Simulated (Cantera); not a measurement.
An isothermal, constant-pressure homogeneous reactor starts with CH4 : H2O = 1 : 1.1 (molar parts), at 1575 K and 0.133 bar. Integrator tolerance rtol = 1e-08.

Computed with Cantera and GRI-Mech 3.0 (53 species, 325 reactions).

| quantity | before | after |
|---|---|---|
| x(CH4) at 9.00 s | 0.0236 (gas-phase equilibrium 1.41e-7) | 0.00534 (gas-phase equilibrium 5.47e-11) |
| x(H2O) at 9.00 s | 0.177 (gas-phase equilibrium 0.0219) | 0.652 (gas-phase equilibrium 0.633) |
| x(H) at 9.00 s | 8.78e-5 (gas-phase equilibrium 9.82e-5) | 5.78e-5 (gas-phase equilibrium 6.11e-5) |
| x(OH) at 9.00 s | 9.36e-7 (gas-phase equilibrium 1.06e-7) | 5.16e-6 (gas-phase equilibrium 4.95e-6) |
| x(H2O2) at 9.00 s | <1e-12 (gas-phase equilibrium <1e-12) | 2.40e-12 (gas-phase equilibrium 2.20e-12) |
| x(C2H6) at 9.00 s | 2.38e-6 (gas-phase equilibrium <1e-12) | 3.09e-7 (gas-phase equilibrium <1e-12) |
| x(H2) at 9.00 s | 0.602 (gas-phase equilibrium 0.734) | 0.265 (gas-phase equilibrium 0.284) |

### Question
What was changed between the two runs?
(A) H2O 1.1 to 3.1 parts
(B) H2O 1.1 to 9.1 parts
(C) temperature 1575 to 1825 K
(D) pressure from 0.133 bar to 1.00 bar

### Answer
B, H2O 1.1 to 9.1 parts
